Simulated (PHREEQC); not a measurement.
A solution holds 26 mmol/kgw Cu(NO3)2 and 0.2 mmol/kgw H3BO3, at 25 °C. It is in equilibrium with CO2 at log p = -1 (atm). Otherwise closed; pH follows from the charge balance.

Model: ion-association model, phreeqc.dat, run in PHREEQC.

This is a speciation only: nothing precipitates in the calculation.

**Question.** Estimate the pH.

**Answer.** pH 3.98.

**Question.** In which forms is C present?

**Answer.** CO2 97 %, CuHCO3+ 2.9 %, HCO3- 0.5 % of the C.
